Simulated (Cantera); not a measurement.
A closed system holds: 1 mol SiH₂Cl₂, 0.26 mol C₂H₂, 310 mol H₂, held at 1700 K and 1.13 Torr.

Method: chemical equilibrium by Gibbs-energy minimisation in Cantera with the NASA 1993 tables (ideal gas, pure condensed phases). Candidate condensed phases: C, C₆H₆, C₇H₈, C₈H₁₈, Si, SiC; 109 gas species. Mutual solubility and eutectic melting of coexisting phases are not modelled. The tables' values for SiCl are old estimates; treat these amounts as uncertain. Gases not in the tables: Si₂H₆ and higher silanes. Kinetics and transport are ignored.

Base state: H₂ 0.989, HCl 0.00609, H 0.00378, Si 0.000452, SiCl₂ 0.000134, SiH 2.70e-5, Cl 1.81e-5, SiCl 1.74e-5 (mole fractions); condensed: Si(l) + SiC(s).

Task: What changes in the equilibrium state with this change: temperature from 1700 K to 1925 K?

Result: 
| species | before | after |
|---|---|---|
| H₂ | 0.989 | 0.968 |
| H | 0.00378 | 0.0243 |
| HCl | 0.00609 | 0.00616 |
| Si | 0.000452 | 0.00149 |
| C₂H₂ (acetylene) | 1.60e-8 | 4.51e-5 |
| Si₂C | 2.73e-6 | 2.94e-5 |
| Si(l), mol | 0.276 | 0 |
| SiC(s), mol | 0.519 | 0.479 |

Task: What changes in the equilibrium state with this change: temperature from 1700 K to 1148.15 K?

Result: 
```csv
species,before,after
H₂,0.989,0.994
HCl,0.00609,0.00623
SiCl₂,0.000134,8.57e-5
H,0.00378,1.85e-6
Si,0.000452,<1e-9
SiH,2.70e-5,<1e-9
SiCl,1.74e-5,1.08e-9
SiH₂,1.40e-5,3.96e-9
Cl,1.81e-5,1.02e-8
"Si(l), mol",0.276,0
"SiC(s), mol",0.519,0.520
"Si(s), mol",0,0.453
```

Task: What changes in the equilibrium state with this change: pressure from 1.13 Torr to 750 Torr?

Result: 
| species | before | after |
|---|---|---|
| H₂ | 0.989 | 0.994 |
| HCl | 0.00609 | 0.00613 |
| H | 0.00378 | 0.000147 |
| Si | 0.000452 | 6.79e-7 |
| SiCl₂ | 0.000134 | 0.000135 |
| CH₄ | 2.39e-8 | 1.60e-5 |
| SiH | 2.70e-5 | 1.05e-6 |
| Si(l), mol | 0.276 | 0.436 |
| SiC(s), mol | 0.519 | 0.515 |
